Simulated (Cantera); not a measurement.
Charge: 1 mol Si3N4, 0.0033 mol O2, 4.4 mol N2, at 1700 K and 2.70 bar.

Method: chemical equilibrium by Gibbs-energy minimisation in Cantera with the NASA 1993 tables (ideal gas, pure condensed phases). Candidate condensed phases: Si, SiO2, Si2N2O, Si3N4; 16 gas species. Mutual solubility and eutectic melting of coexisting phases are not modelled. Kinetics and transport are ignored.

Base state: N2 1.000 (mole fractions); condensed: Si2N2O(s) + Si3N4(s).

Problem. What changes in the equilibrium state with this change: 0.0054 mol NH3 added?

Solution. 
```tsv
species	before	after
N2	1.000	0.998
H2	0	0.00183
Si2N2O(s), mol	0.00659	0.00659
Si3N4(s), mol	0.996	0.996
```
Further candidate phases: H2O.
